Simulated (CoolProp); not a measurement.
Saturated liquid density (kg/m³) of hexamethyldisiloxane (MM): the reference equation beside estimates from Tc = 518.7 K, pc = 1931 kPa, ω = 0.418. Rackett uses Z = 0.29056 − 0.08775 ω.

Computed with CoolProp (reference Helmholtz-energy equation of state, Thol 2016).

| T (K) | reference | Rackett | Redlich-Kwong |
|---|---|---|---|
| 305.8 | 751.4 | 829.1 | (withheld) |
| 308.9 | (withheld) | 825.4 | 662.1 |
| 312 | 744.8 | (withheld) | 659.0 |
| 315.1 | (withheld) | 818.0 | 655.8 |
| 318.3 | 738.0 | 814.1 | 652.5 |
| 321.4 | 734.6 | 810.3 | 649.2 |
| 324.5 | 731.2 | 806.5 | 646.0 |
| 327.6 | 727.8 | (withheld) | 642.6 |
| 330.7 | 724.4 | 798.9 | 639.3 |
| 333.8 | 721.0 | 795.0 | 635.9 |
| 336.9 | 717.5 | 791.1 | 632.4 |
| 340 | (withheld) | 787.1 | 629.0 |

Problem. Fill in the missing entries.

Solution. 
- 305.8, Redlich-Kwong: 665.2
- 308.9, reference: 748.1
- 312, Rackett: 821.7
- 315.1, reference: 741.4
- 327.6, Rackett: 802.7
- 340, reference: 714.1

Absolute difference from the reference over all 12 rows, mean and median: Rackett 10.3 and 10.3 %, Redlich-Kwong 11.7 and 11.6 %.
